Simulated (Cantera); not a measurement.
Mixture: CH3OH : O2 : N2 : H2O = 1 : 2.14 : 8.06 : 1 (molar parts), at 2330 Torr, adiabatic and at constant pressure. Ignition delay is the time to a rise of 400 K.

Detailed kinetics in Cantera: GRI-Mech 3.0 (53 species, 325 reactions). GRI-Mech 3.0 was tuned for natural gas; its chemistry of methanol as a main component is partial and can be far from experiment.

```tsv
quantity	before	after
delay at 1025 K	0.106 s	0.683 s
delay at 1225 K	2.21 ms	15.5 ms
delay at 1425 K	0.157 ms	1.19 ms
delay at 1625 K	26.0 µs	0.209 ms
apparent activation energy between 1525 and 1725 K	160 kJ/mol	140 kJ/mol
```

Problem. Which change was made?
(A) pressure from 2330 Torr to 3750 Torr
(B) pressure from 2330 Torr to 7500 Torr
(C) pressure from 2330 Torr to 248 Torr
(D) constant volume in place of constant pressure

Solution. C, pressure from 2330 Torr to 248 Torr
